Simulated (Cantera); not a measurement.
Feed: 1 mol CS₂, 0.066 mol H₂, equilibrated at 2248 K and 13300 Pa.

These are equilibrium values from Cantera (NASA tables, ideal gas, pure condensed phases), not measurements of a reactor. Candidate condensed phases: C, C₆H₆, C₇H₈, C₈H₁₈, S; 83 gas species. The numbers say what is thermodynamically allowed, not how fast it happens.

Base state: CS₂ 0.438, CS 0.335, S₂ 0.155, H₂ 0.0422, S 0.0146, SH 0.00942, H 0.00413, H₂S 0.00196 (mole fractions); condensed: gas only.

Q: What changes in the equilibrium state with this change: temperature from 2248 K to 1300 K?

A: 
| species | before | after |
|---|---|---|
| CS₂ | 0.438 | 0.801 |
| S₂ | 0.155 | 0.136 |
| H₂S | 0.00196 | 0.0377 |
| CS | 0.335 | 0.000115 |
| S | 0.0146 | 2.83e-6 |
| H₂ | 0.0422 | 0.0252 |
| H | 0.00413 | 4.81e-7 |
| C₂H₂ (acetylene) | 7.34e-5 | 1.45e-8 |
| SH | 0.00942 | 0.000379 |
| C(graphite), mol | 0 | 0.162 |
